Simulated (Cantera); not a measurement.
Input: 1 mol Si₂H₆, 0.9 mol NO, 3.1 mol N₂O, equilibrated at 220 Pa.

Method: chemical equilibrium by Gibbs-energy minimisation in Cantera with the NASA 1993 tables (ideal gas, pure condensed phases). Candidate condensed phases: H₂O, Si, SiO₂, Si₂N₂O, Si₃N₄; 35 gas species. The feed counts by its element totals alone. The tables hold silica as quartz up to 1696 K and as liquid above; real silica turns to tridymite and cristobalite and melts near 1996 K. Rates play no part. All values below are at 1623 K.

Base state: N₂ 0.540, H₂ 0.453, SiO 0.00306, H₂O 0.00306, H 0.000992 (mole fractions); condensed: SiO₂(β-quartz).

Q: What changes in the equilibrium state with this change: NO from 0.9 to 0.48 mol?

A: 
| species | before | after |
|---|---|---|
| N₂ | 0.540 | 0.494 |
| H₂ | 0.453 | 0.443 |
| SiO | 0.00306 | 0.0622 |
| H₂O | 0.00306 | 0.000147 |
| H | 0.000992 | 0.000981 |
| SiO₂(β-quartz), mol | 1.98 | 1.58 |

Q: What changes in the equilibrium state with this change: Si₂H₆ replaced by SiH₂Cl₂?

A: 
```
species               before     after
-------------------  -------  --------
N₂                     0.540     0.532
HCl                        0     0.233
O₂                     <1e-9     0.132
H₂                     0.453   1.69e-5
Cl                         0    0.0659
H₂O                  0.00306    0.0333
SiO                  0.00306   1.05e-8
Cl₂                        0  0.000604
NO                   4.81e-9   0.00139
SiO₂(β-quartz), mol     1.98      1.00
```
Further candidate phases: NH₄Cl.
